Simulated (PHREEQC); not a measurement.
HF is added in steps, without added water, to 1 kg of water holding 92 mmol/kgw NaNO3, 31 mmol/kgw BaCl2 and 0.32 mmol/kgw AgNO3, at 20 °C. Oxygen alone is held at its pressure in air (log pO2 = -0.68). No CO2 enters from the air. Solids allowed: BaF2, Cerargyrite, Ag2O, Halite. Others were left out.

Base run: PHREEQC, ion-association model, wateq4f.dat. Each further column changes one thing. The table gives HF (mol/kgw).

| HF added (mol) | base | all activity coefficients set to 1 | Davies equation for every ion | metal-ligand complexes left out | Debye-Hückel limiting law |
|---|---|---|---|---|---|
| 0 | 0 | 0 | 0 | 0 | 0 |
| 0.0003125 | 5.04e-5 | 7.40e-5 | 4.98e-5 | 5.14e-5 | 3.74e-5 |
| 0.000625 | 0.000159 | 0.000217 | 0.000157 | 0.000161 | 0.000124 |
| 0.0009375 | 0.000298 | 0.000389 | 0.000296 | 0.000302 | 0.000239 |
| 0.00125 | 0.000457 | 0.000579 | 0.000454 | 0.000463 | 0.000375 |
| 0.001563 | 0.000630 | 0.000781 | 0.000626 | 0.000637 | 0.000525 |
| 0.001875 | 0.000813 | 0.000992 | 0.000808 | 0.000821 | 0.000687 |
| 0.002188 | 0.00100 | 0.00121 | 0.000998 | 0.00101 | 0.000857 |
| 0.0025 | 0.00120 | 0.00143 | 0.00119 | 0.00121 | 0.00104 |
